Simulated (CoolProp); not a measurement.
Vapour-liquid equilibrium of benzene (1) + o-xylene (2) at 451.3 K; x and y are mole fractions of (1).

Model: multi-fluid Helmholtz-energy mixture model, Thol 2012 and Zhou 2012; pair parameters Bell 2016, in CoolProp.

| x | bubble pressure (MPa) | y at the bubble point | dew pressure at overall composition x (MPa) | liquid density (mol/L) |
|---|---|---|---|---|
| 0.05 | 0.2590 | 0.150 | 0.2384 | 7.010 |
| 0.2 | 0.3688 | 0.486 | 0.2708 | 7.260 |
| 0.35 | 0.4945 | 0.681 | 0.3142 | 7.515 |
| 0.5 | 0.6197 | 0.797 | 0.3755 | 7.780 |
| 0.65 | 0.7365 | 0.872 | 0.4687 | 8.060 |
| 0.8 | 0.8462 | 0.929 | 0.6244 | 8.367 |
| 0.95 | 0.9560 | 0.982 | 0.8893 | 8.716 |

No azeotrope shows between x = 0.05 and 0.95.

Pair parameters are fitted to limited data, so mixtures are less certain than the pure fluids. The gap from Raoult's law changes sign with composition, which may be real or a fault of the pair parameters; it wasn't checked against measurements.
